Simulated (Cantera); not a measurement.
**Thermodynamics of metals in furnace atmospheres, feed Fe + O2 + H2**

Charge: 1 mol Fe, 2 mol O2, 170 mol H2, at 1.33 mbar.

These are equilibrium values from Cantera (NASA tables, ideal gas, pure condensed phases), not measurements of a reactor. Candidate condensed phases: Fe, FeO, Fe(OH)2, Fe(OH)3, Fe2O3, Fe3O4, H2O; 12 gas species. The numbers say what is thermodynamically allowed, not how fast it happens.

| T (°C) | x H2 | x H2O | x H | x Fe | n Fe(α) | n Fe(γ) |
|---|---|---|---|---|---|---|
| 402 | 0.976 | 0.0235 | <1e-12 | <1e-12 | 1.00 | 0 |
| 502 | 0.976 | 0.0235 | 2.68e-11 | <1e-12 | 1.00 | 0 |
| 602 | 0.976 | 0.0235 | 1.36e-9 | <1e-12 | 1.00 | 0 |
| 702 | 0.976 | 0.0235 | 3.10e-8 | 3.17e-12 | 1.00 | 0 |
| 802 | 0.976 | 0.0235 | 3.97e-7 | 3.38e-10 | 1.00 | 0 |
| 902 | 0.976 | 0.0235 | 3.32e-6 | 1.58e-8 | 1.000 | 0 |
| 1002 | 0.976 | 0.0235 | 1.99e-5 | 3.96e-7 | 0 | 1.000 |
x: gas mole fraction; n: condensed amount in mol.

From 402 °C to 902 °C the condensed part is Fe(α). At 1002 °C the condensed part is Fe(γ).
